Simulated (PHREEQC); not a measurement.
Solution A (1.2 mmol/kgw H3PO4, 0.37 mmol/kgw Na2SO4 and 1.1 mmol/kgw NaCl) is mixed with solution B (0.007 mol/kgw NiSO4, 0.00014 mol/kgw CuCl2 and 0.074 mol/kgw NaCl) at 80 °C; shares are by mass of water, 1 kg in all. Oxygen alone is held at its pressure in air (log pO2 = -0.68). The system is closed to CO2. Only these solids could form: Cu(OH)2, Brochantite, Antlerite, Atacamite, Cu3(PO4)2:3H2O, Ni(OH)2, Ni3(PO4)2, Ni4(OH)6SO4, Halite, Mirabilite, Chalcanthite, Morenosite.

The series has 21 steps of share of solution B, from 0 to 1.

Equilibrium calculation in PHREEQC: ion-association model, wateq4f.dat.

**Question.** Which solids form, in which order, and at which step of the series does each first stand?

**Answer.** Atacamite from share of solution B = 1 (pH 5.22).

Species that the database lacks are ignored. H3PO4, which wateq4f.dat lacks, is added to it with the constant of phreeqc.dat. Constants without temperature data keep their 25 °C values here. The database has no phosphate complexes of Cu, Ni.
